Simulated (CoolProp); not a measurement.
A Linde-Hampson liquefier for ethylene: isothermal reversible compression at 320 K from 1 atm to 40 MPa, throttling to 1 atm, return gas leaving the recuperator 10 K below the feed. Each further row changes one setting.

Computed with CoolProp (reference Helmholtz-energy equation of state, Smukala 2000).

```csv
case,liquid yield per pass,compression work (kJ/kg of gas)
as stated,___,468
high pressure 80 MPa,___,___
warm-end temperature 350 K,___,___
warm-end gap 15 K,___,468
```

Question: Fill in the missing entries.

Answer: 
- as stated, liquid yield per pass: 0.414
- high pressure 80 MPa, liquid yield per pass: 0.370
- high pressure 80 MPa, compression work (kJ/kg of gas): 554
- warm-end temperature 350 K, liquid yield per pass: 0.347
- warm-end temperature 350 K, compression work (kJ/kg of gas): 539
- warm-end gap 15 K, liquid yield per pass: 0.407
